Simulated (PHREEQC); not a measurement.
Synthetic water in mg/kgw, 80 °C, pH 6.68:

| constituent | mg/kgw |
|---|---|
| Na | 3990 |
| K | 2660 |
| Ca | 486 |
| Mg | 510 |
| Cl | 9840 |
| S(6) as SO4 | 1650 |
| Alkalinity as HCO3 | 36.3 |

Cl is adjusted to close the charge balance.
Valence states are taken as typed.

Computed with PHREEQC (Pitzer model, pitzer.dat).

Question: The ionic strength comes out as 0.358 mol/kgw. What activity coefficients do SO4-2, Na+, Ca+2, OH-, Mg+2 get?

Answer: SO4-2 0.12, Na+ 0.69, Ca+2 0.19, OH- 0.59, Mg+2 0.21. Single-ion values are on the MacInnes scale.

This is a speciation only: nothing precipitates in the calculation. Complexes and solids missing from the database can't appear. Constants without temperature data keep their 25 °C values here.
